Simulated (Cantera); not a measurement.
Input: 1 mol B₂H₆, 40 mol N₂, held at 1925 °C and 1330 Pa.

Method: chemical equilibrium by Gibbs-energy minimisation in Cantera with the NASA 1993 tables (ideal gas, pure condensed phases). Candidate condensed phases: B, BN; 15 gas species. The feed counts by its element totals alone. The tables' values for BH₂ are old estimates; treat these amounts as uncertain. Rates play no part.

Base state: N₂ 0.923, H₂ 0.0648, H 0.0123, B 7.48e-5, BH₂ 3.19e-5 (mole fractions); condensed: BN(s).

Task: What changes in the equilibrium state with this change: pressure from 1330 Pa to 133 Pa?

Result: 
```tsv
species	before	after
N₂	0.923	0.912
H₂	0.0648	0.0511
H	0.0123	0.0345
B	7.48e-5	0.00200
BN	5.67e-6	4.76e-5
BH	2.60e-6	1.95e-5
BH₂	3.19e-5	6.71e-5
BN(s), mol	2.00	0
B(s), mol	0	1.91
```
